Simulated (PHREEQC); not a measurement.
PHREEQC input (ion-association model, wateq4f.dat):

```
SOLUTION_MASTER_SPECIES
  An  An-  0  An  62.0  # stands for a non-complexing anion
SOLUTION_SPECIES
  An- = An-
    -log_k 0
    -gamma 3.0 0
PHASES
  Fix_H+
    H+ = H+
    -log_k 0
SOLUTION 1
  temp 25
  units mmol/kgw
  pH 7 charge
  B 0.034
  Na 300
  An 300
END
SELECTED_OUTPUT 1
  -reset false
  -pH true
  -pe true
  -ionic_strength true
  -water true
  -totals B Na
  -molalities Hfo_wOH Hfo_wOH2+ Hfo_wO- Hfo_sOH Hfo_sOH2+ Hfo_sO- Hfo_wH2BO3
USER_PUNCH 1
  -headings sigma psi
  10 PUNCH EDL("sigma", "Hfo"), EDL("psi", "Hfo")
PRINT
  -reset false
USE solution 1
SURFACE 1
  Hfo_wOH 6.06742e-05 600 0.027
  Hfo_sOH 1.51685e-06
EQUILIBRIUM_PHASES 1
  Fix_H+ -4 HAn 10
    -force_equality true
  O2(g) -0.68 10
END
# ... the last block is repeated for the other 12 points of pH, with NaOH or the acid as the point needs
```

Selected output (columns that matter, 9 of 13 rows; pH added in front):

```
pH	mu	B	Na	m_Hfo_wOH	m_Hfo_wOH2+	m_Hfo_wO-	m_Hfo_sOH	m_Hfo_sOH2+	m_Hfo_sO-	m_Hfo_wH2BO3	sigma	psi
4	0.30016	3.3999e-05	0.3	3.5136e-06	5.7155e-05	4.9482e-09	8.784e-08	1.4289e-06	1.2371e-10	5.3913e-10	0.34892	0.12297
5.33	0.30002	3.3997e-05	0.3	2.2311e-05	3.806e-05	2.9962e-07	5.5781e-07	9.5155e-07	7.4909e-09	3.4223e-09	0.23054	0.10222
6	0.30001	3.3995e-05	0.3	3.3489e-05	2.6199e-05	9.8065e-07	8.3729e-07	6.5504e-07	2.4518e-08	5.1328e-09	0.15397	0.082618
6.67	0.30001	3.3994e-05	0.3	4.1195e-05	1.7214e-05	2.2584e-06	1.03e-06	4.304e-07	5.6467e-08	6.2915e-09	0.091309	0.059095
8	0.3	3.3993e-05	0.3	4.6545e-05	7.5474e-06	6.5757e-06	1.1637e-06	1.887e-07	1.6441e-07	6.5144e-09	0.0059323	0.0047368
9.33	0.30006	3.3998e-05	0.30007	4.2887e-05	2.8145e-06	1.4971e-05	1.0722e-06	7.0365e-08	3.7428e-07	2.1543e-09	-0.074217	-0.050702
10	0.30019	3.3999e-05	0.3002	3.6456e-05	1.3303e-06	2.2887e-05	9.1142e-07	3.3259e-08	5.7217e-07	5.2722e-10	-0.13161	-0.075258
10.67	0.30074	3.4e-05	0.30076	2.6233e-05	4.6402e-07	3.3977e-05	6.5584e-07	1.16e-08	8.4941e-07	8.7579e-11	-0.2046	-0.096287
12	0.31484	3.4e-05	0.31487	5.1123e-06	1.0778e-08	5.5551e-05	1.2781e-07	2.6945e-10	1.3888e-06	8.0987e-13	-0.33909	-0.12032
```
